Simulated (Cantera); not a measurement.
Mixture: CH₄ : CO : O₂ : N₂ = 1 : 0.14 : 2.44 : 7.79 (molar parts), equivalence ratio 0.85, at 4.40 bar, adiabatic and at constant volume. Ignition delay is the time to a rise of 400 K.

Detailed kinetics in Cantera: GRI-Mech 3.0 (53 species, 325 reactions).

Question: Predict: delay at 1125 K; delay at 1225 K; delay at 1325 K; delay at 1425 K; apparent activation energy between 1375 and 1475 K.

Answer: 
```json
{
  "delay at 1125 K": "28.8 ms",
  "delay at 1225 K": "7.00 ms",
  "delay at 1325 K": "1.98 ms",
  "delay at 1425 K": "0.634 ms",
  "apparent activation energy between 1375 and 1475 K": "180 kJ/mol"
}
```
